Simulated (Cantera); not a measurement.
**B + NH3 + H2 (boron, boron nitride and boron oxide)**

A closed system holds: 1 mol B, 16 mol NH3, 9.1 mol H2, equilibrated at 2125 K.

These are equilibrium values from Cantera (NASA tables, ideal gas, pure condensed phases), not measurements of a reactor. Candidate condensed phases: B, BN; 15 gas species. The tables' values for BH2 are old estimates; treat these amounts as uncertain. Equilibrium is a limit: real reactors are often held back by kinetics, nucleation or transport.

```csv
P (Pa),x H2,x H,x N2,x B,x BH2,n B(s),n BN(s)
10,0.553,0.270,0.166,0.00943,0.000508,0.516,0
63,0.695,0.121,0.183,0.00150,0.000638,0.904,0
400,0.768,0.0503,0.180,0.000229,0.000686,0,0.961
2500,0.796,0.0205,0.183,1.45e-5,0.000282,0,0.988
16000,0.808,0.00816,0.184,8.96e-7,0.000113,0,0.995
100000,0.812,0.00327,0.184,5.73e-8,4.53e-5,0,0.998
```
x: gas mole fraction; n: condensed amount in mol.

From 0.000100 bar to 0.000630 bar the condensed part is B(s). From 0.00400 bar to 1.00 bar the condensed part is BN(s). The share of B in condensed phases is highest at 1.00 bar (99.8 %) and lowest at 0.000100 bar (51.6 %).
